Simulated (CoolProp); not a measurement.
Vapour-liquid equilibrium of R143a (1) + fluoroethane (R161) (2) at 1.01 MPa; x and y are mole fractions of (1).

Computed with CoolProp (multi-fluid Helmholtz-energy mixture model, Lemmon and Jacobsen 2000 and Wu 2012; pair parameters Bell 2016).

| x | bubble temperature, mixture model (K) | bubble temperature, Raoult's law (K) | y, mixture model | y, Raoult's law |
|---|---|---|---|---|
| 0.05 | 300.7 | 300.8 | (withheld) | 0.067 |
| 0.125 | 299.6 | 299.8 | 0.158 | 0.163 |
| 0.2 | 298.6 | 298.8 | 0.245 | 0.254 |
| 0.275 | 297.6 | 297.9 | 0.329 | 0.341 |
| 0.35 | 296.7 | 297.0 | 0.409 | 0.424 |
| 0.425 | (withheld) | 296.1 | 0.486 | 0.503 |
| 0.5 | (withheld) | 295.2 | 0.560 | 0.578 |
| 0.575 | 294.1 | 294.4 | 0.631 | 0.650 |
| 0.65 | 293.3 | 293.5 | 0.700 | 0.718 |
| 0.725 | 292.5 | 292.7 | 0.768 | 0.784 |
| 0.8 | 291.8 | 291.9 | 0.833 | 0.846 |
| 0.875 | 291.0 | 291.1 | (withheld) | 0.906 |
| 0.95 | 290.3 | 290.3 | (withheld) | 0.963 |

### Question
Some entries are withheld; supply them.

### Answer

- 0.05, y, mixture model: 0.065
- 0.425, bubble temperature, mixture model (K): 295.8
- 0.5, bubble temperature, mixture model (K): 294.9
- 0.875, y, mixture model: 0.897
- 0.95, y, mixture model: 0.959

The largest gap from Raoult's law is -0.3 K in bubble temperature, at x = 0.35. No azeotrope shows between x = 0.05 and 0.95.

Pair parameters are fitted to limited data, so mixtures are less certain than the pure fluids.
